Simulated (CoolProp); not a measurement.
o-xylene at 515.07 K and 0.224 MPa is throttled through a valve to 0.0315 MPa with no heat exchange. Each further row changes one setting.

The numbers come from the reference Helmholtz-energy equation of state, Zhou 2012 in CoolProp.

```json
[
 {"case": "as stated", "temperature change (K)": "-2.9", "final density (kg/m³)": "0.790"},
 {"case": "outlet pressure 0.00945 MPa", "temperature change (K)": "-3.3", "final density (kg/m³)": "0.236"},
 {"case": "outlet pressure 0.041 MPa", "temperature change (K)": "-2.8", "final density (kg/m³)": "1.03"}
]
```
